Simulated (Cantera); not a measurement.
An isothermal, constant-pressure homogeneous reactor starts with 0.112 % CO, 0.587 % O₂, 0.758 % H₂O, 98.5 % N₂, at 1023 K and 1.00 atm.

Detailed kinetics in Cantera: GRI-Mech 3.0 (53 species, 325 reactions).

x: mole fraction; the columns are a selection and need not sum to one.

```csv
t (s),x CO,x O₂,x H₂O,x O,x NO₂,x H₂,x HO₂
0.000400,0.00112,0.00587,0.00758,4.53e-12,<1e-12,<1e-12,<1e-12
0.000730,0.00112,0.00587,0.00758,8.06e-12,<1e-12,<1e-12,<1e-12
0.00133,0.00112,0.00587,0.00758,1.46e-11,<1e-12,<1e-12,2.37e-12
0.00243,0.00112,0.00587,0.00758,2.80e-11,<1e-12,<1e-12,1.15e-11
0.00444,0.00112,0.00587,0.00758,6.11e-11,<1e-12,4.16e-12,5.36e-11
0.00811,0.00112,0.00587,0.00758,1.70e-10,<1e-12,2.12e-11,2.66e-10
0.0148,0.00112,0.00587,0.00758,8.01e-10,<1e-12,1.48e-10,1.80e-9
0.0270,0.00112,0.00587,0.00758,(withheld),<1e-12,2.47e-9,2.88e-8
0.0493,0.00111,0.00587,0.00758,(withheld),<1e-12,3.85e-7,1.08e-6
0.0900,0.000987,0.00581,0.00757,(withheld),1.70e-12,6.99e-6,1.39e-6
0.164,0.000757,0.00570,0.00757,(withheld),7.59e-12,9.59e-6,1.27e-6
0.300,0.000502,0.00557,0.00757,(withheld),2.17e-11,6.97e-6,1.05e-6
0.548,0.000286,0.00546,0.00758,(withheld),5.27e-11,3.82e-6,7.68e-7
1.00,0.000140,0.00539,0.00758,(withheld),1.09e-10,1.71e-6,4.87e-7
```

Task: Some entries are withheld; supply them.

Result: 
- 0.0270, x O: 1.13e-8
- 0.0493, x O: 6.15e-7
- 0.0900, x O: 1.87e-6
- 0.164, x O: 1.46e-6
- 0.300, x O: 8.94e-7
- 0.548, x O: 4.44e-7
- 1.00, x O: 1.81e-7
